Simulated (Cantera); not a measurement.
Charge: 1 mol Si, 0.54 mol Br2, 0.2 mol H2, equilibrated at 598.15 K and 0.100 bar.

Equilibrium computed with Cantera from the NASA thermochemical tables; the gas is ideal and each condensed phase is pure. Candidate condensed phases: Br2, Si; 19 gas species. The numbers say what is thermodynamically allowed, not how fast it happens.

Base state: SiBr4 0.565, H2 0.419, SiHBr3 0.0152, HBr 0.000208, SiH2Br2 0.000187 (mole fractions); condensed: Si(s).

Question: What changes in the equilibrium state with this change: temperature from 598.15 K to 998.15 K?

Answer: 
```tsv
species	before	after
SiBr4	0.565	0.540
H2	0.419	0.392
HBr	0.000208	0.0380
SiHBr3	0.0152	0.0224
SiBr2	1.93e-8	0.00396
SiBr3	5.00e-7	0.00293
SiH2Br2	0.000187	0.000439
Si(s), mol	0.728	0.730
```
The tables' values for SiBr3 are old estimates; treat these amounts as uncertain.
